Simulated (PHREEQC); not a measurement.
PHREEQC input (ion-association model, wateq4f.dat):

```
SOLUTION_MASTER_SPECIES
  An  An-  0  An  62.0  # stands for a non-complexing anion
SOLUTION_SPECIES
  An- = An-
    -log_k 0
    -gamma 3.0 0
PHASES
  Fix_H+
    H+ = H+
    -log_k 0
SOLUTION 1
  temp 25
  units mmol/kgw
  pH 7 charge
  Cl 0.24
  Zn 0.12
  Na 5
  An 5
END
SELECTED_OUTPUT 1
  -reset false
  -pH true
  -pe true
  -ionic_strength true
  -water true
  -totals Cl Na Zn
  -molalities Hfo_wOH Hfo_wOH2+ Hfo_wO- Hfo_sOH Hfo_sOH2+ Hfo_sO- Hfo_sOZn+ Hfo_wOZn+
  -saturation_indices Zn(OH)2-e Zn5(OH)8Cl2 Halite
USER_PUNCH 1
  -headings sigma psi
  10 PUNCH EDL("sigma", "Hfo"), EDL("psi", "Hfo")
PRINT
  -reset false
USE solution 1
SURFACE 1
  Hfo_wOH 8.08989e-05 600 0.036
  Hfo_sOH 2.02247e-06
EQUILIBRIUM_PHASES 1
  Fix_H+ -4 HAn 10
    -force_equality true
  O2(g) -0.68 10
END
# ... the last block is repeated for the other 12 points of pH, with NaOH or the acid as the point needs
```

Selected output (columns that matter, 13 of 13 rows; pH added in front):

```
pH	mu	Na	Zn	m_Hfo_wOH	m_Hfo_wOH2+	m_Hfo_wO-	m_Hfo_sOH	m_Hfo_sOH2+	m_Hfo_sO-	si_Zn(OH)2-e	si_Zn5(OH)8Cl2	si_Halite	sigma	psi
4	0.005488	0.005	0.00012	3.8715e-05	4.1353e-05	8.3033e-07	9.6569e-07	1.0315e-06	2.0711e-08	-7.5531	-34.075	-7.5717	0.18556	0.19293
4.67	0.0053959	0.005	0.00011993	5.083e-05	2.7948e-05	2.1178e-06	1.2295e-06	6.7602e-07	5.1226e-08	-6.2124	-28.71	-7.5712	0.11849	0.17036
5.33	0.0053708	0.005	0.00011931	5.7804e-05	1.9033e-05	4.0218e-06	9.7962e-07	3.2255e-07	6.8158e-08	-4.8944	-23.441	-7.571	0.071288	0.14449
6	0.0053582	0.005	0.00011763	6.0748e-05	1.31e-05	6.4533e-06	1.8862e-07	4.0675e-08	2.0037e-08	-3.5607	-18.112	-7.5709	0.040378	0.11572
6.67	0.0053481	0.0050123	0.00011132	5.673e-05	7.0928e-06	1.0394e-05	1.7773e-08	2.2222e-09	3.2565e-09	-2.2461	-12.879	-7.5698	0.024028	0.090094
7.33	0.0053312	0.0050473	9.5465e-05	3.5623e-05	1.3585e-06	2.1399e-05	3.3411e-09	1.2742e-10	2.0071e-09	-1.0007	-7.9715	-7.5667	0.02007	0.081557
8	0.0053094	0.0050897	8.3309e-05	1.3429e-05	1.2645e-07	3.2672e-05	8.1912e-10	7.713e-12	1.9929e-09	0.2179	-3.2186	-7.563	0.018511	0.077857
8.67	0.0052666	0.0051863	7.9845e-05	5.6059e-06	1.9385e-08	3.7138e-05	3.1095e-10	1.0753e-12	2.06e-09	1.0737	-0.2793	-7.5545	0.013555	0.063958
9.33	0.0052648	0.0052556	8.0192e-05	4.5204e-06	1.2134e-08	3.8579e-05	2.5304e-10	6.7922e-13	2.1595e-09	1.2732	-0.6017	-7.5487	0.0055363	0.031422
10	0.0053512	0.0053504	8.0906e-05	4.4394e-06	1.1467e-08	3.9374e-05	2.5328e-10	6.5422e-13	2.2464e-09	1.2895	-1.8608	-7.5414	-0.0012106	-0.0072241
10.67	0.0057608	0.0057616	8.1928e-05	4.6394e-06	1.2267e-08	4.0196e-05	2.7218e-10	7.1967e-13	2.3581e-09	1.248	-3.4104	-7.5115	-0.0094452	-0.04746
11.33	0.007632	0.0076337	8.4536e-05	5.5448e-06	1.6813e-08	4.1893e-05	3.506e-10	1.0631e-12	2.6489e-09	1.0785	-5.5878	-7.3988	-0.02866	-0.090021
12	0.01678	0.016777	9.4636e-05	8.3032e-06	3.209e-08	4.9217e-05	7.5126e-10	2.9035e-12	4.4531e-09	0.6413	-9.1469	-7.0895	-0.10644	-0.13589
```

Along this series the solution becomes supersaturated in solids that the run did not let form, among them Zn(OH)2-e.
